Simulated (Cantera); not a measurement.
Input: 1 mol Al2O3, 0.012 mol HCl, 0.21 mol H2, equilibrated at 1000 °C and 1330 Pa.

These are equilibrium values from Cantera (NASA tables, ideal gas, pure condensed phases), not measurements of a reactor. Candidate condensed phases: Al, AlCl3, Al2O3, H2O; 29 gas species. Equilibrium is a limit: real reactors are often held back by kinetics, nucleation or transport.

Base state: H2 0.946, HCl 0.0540, H2O 3.43e-5, AlCl3 2.23e-5 (mole fractions); condensed: Al2O3(s).

### Question
What changes in the equilibrium state with this change: Al2O3 replaced by Fe2O3?

### Answer
| species | before | after |
|---|---|---|
| H2O | 3.43e-5 | 0.945 |
| HCl | 0.0540 | 0.0539 |
| O2 | <1e-9 | 0.000494 |
| H2 | 0.946 | 1.96e-5 |
| AlCl3 | 2.23e-5 | 0 |
| FeCl2 | 0 | 3.83e-5 |
| OH | <1e-9 | 1.52e-5 |
| Cl | 2.91e-7 | 6.39e-5 |
| Al2O3(s), mol | 1.000 | 0 |
| Fe2O3(s), mol | 0 | 0.369 |
| Fe3O4(s), mol | 0 | 0.420 |
Mutual solubility and eutectic melting of coexisting phases are not modelled. Further candidate phases: Fe, FeCl2, FeCl3, FeO, Fe(OH)2, Fe(OH)3, Fe2O3, Fe3O4.
